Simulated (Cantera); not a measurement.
Feed: 1 mol TiO₂, 740 mol H₂, 0.19 mol H₂O, held at 100000 Pa.

Method: chemical equilibrium by Gibbs-energy minimisation in Cantera with the NASA 1993 tables (ideal gas, pure condensed phases). Candidate condensed phases: H₂O, Ti, TiO, TiO₂, Ti₂O₃, Ti₃O₅, Ti₄O₇; 12 gas species. Mutual solubility and eutectic melting of coexisting phases are not modelled. Condensed phases not in the tables: Magnéli phases beyond Ti₄O₇. Rates play no part.

x: gas mole fraction; n: condensed amount in mol.

```csv
T (K),x H₂,x H₂O,x H,x OH,n Ti₄O₇(s),n Ti₃O₅(s),n Ti₂O₃(s)
1275,0.999,0.000594,7.37e-7,5.10e-12,0.250,0,0
1325,0.999,0.000707,1.63e-6,1.69e-11,0,0.333,0
1375,0.999,0.000707,3.43e-6,4.36e-11,0,0.333,0
1425,0.999,0.000707,?,?,0,0.333,0
1475,0.999,0.000707,1.30e-5,2.40e-10,0,0.333,0
1525,0.999,0.000707,?,?,0,0.333,0
1575,0.999,0.000707,4.15e-5,1.07e-9,0,0.333,0
1625,0.999,0.000707,7.05e-5,2.10e-9,0,0.333,0
1675,0.999,0.000909,0.000116,5.11e-9,0,0.0347,0.448
1725,0.999,0.000932,0.000186,9.54e-9,0,0,0.500
```

Question: Fill in the missing entries.

Answer: 
- 1425, x H: 6.82e-6
- 1425, x OH: 1.05e-10
- 1525, x H: 2.36e-5
- 1525, x OH: 5.19e-10
